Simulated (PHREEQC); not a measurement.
Make-up at 25 °C: 19 mmol/kgw Sr(OH)2. Closed to the air; pH follows from the charge balance.

Model: ion-association model, wateq4f.dat, run in PHREEQC.

The pH is 12.47. The ionic strength is 0.0540 mol/kgw and the total alkalinity is 38.0 meq/kg.

| species | molality | activity | log γ |
|---|---|---|---|
| OH- | 0.0365 | 0.0294 | -0.094 |
| Sr+2 | 0.0175 | 0.00815 | -0.332 |
| SrOH+ | 0.00150 | 0.00123 | -0.086 |

Precipitation was switched off in this run. Complexes and solids missing from the database can't appear.
